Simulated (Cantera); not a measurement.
Feed: 1 mol c-C₄F₈, 0.076 mol CH₄, at 0.133 bar.

Equilibrium computed with Cantera from the NASA thermochemical tables; the gas is ideal and each condensed phase is pure. Candidate condensed phases: C, C₆H₆, C₇H₈, C₈H₁₈; 95 gas species. The feed counts by its element totals alone. The tables' values for C₂F₄ are old estimates; treat these amounts as uncertain. Condensed phases not in the tables: fluorocarbon polymer. Gases not in the tables: C₂F₆ and larger saturated fluorocarbons. The numbers say what is thermodynamically allowed, not how fast it happens.

x: gas mole fraction; n: condensed amount in mol.

```
T (°C)  x CF₄     x CF₂   x HF       x F     x CF₃    x CF  n C(graphite)
------  -----  --------  -----  --------  --------  ------  -------------
502     0.864    <1e-12  0.136    <1e-12  1.70e-12  <1e-12           2.15
702     0.864  5.75e-10  0.136  1.02e-11   2.49e-9  <1e-12           2.15
902     0.864   2.16e-7  0.136   7.73e-9   3.00e-7  <1e-12           2.15
1102    0.864   1.41e-5  0.136   8.58e-7   8.89e-6       …           2.15
1302    0.863  0.000316  0.136   2.89e-5  0.000110       …           2.15
1502    0.859   0.00344  0.136  0.000440  0.000770       …           2.15
1702    0.836    0.0226  0.134   0.00385   0.00354       …           2.13
1902    0.740    0.0992  0.127    0.0220    0.0114       …           2.04
2102    0.492     0.289  0.107    0.0871    0.0237       …           1.78
```

Task: Fill in the missing entries.

Result: 
- 1102, x CF: 4.13e-11
- 1302, x CF: 9.04e-9
- 1502, x CF: 5.80e-7
- 1702, x CF: 1.57e-5
- 1902, x CF: 0.000225
- 2102, x CF: 0.00190
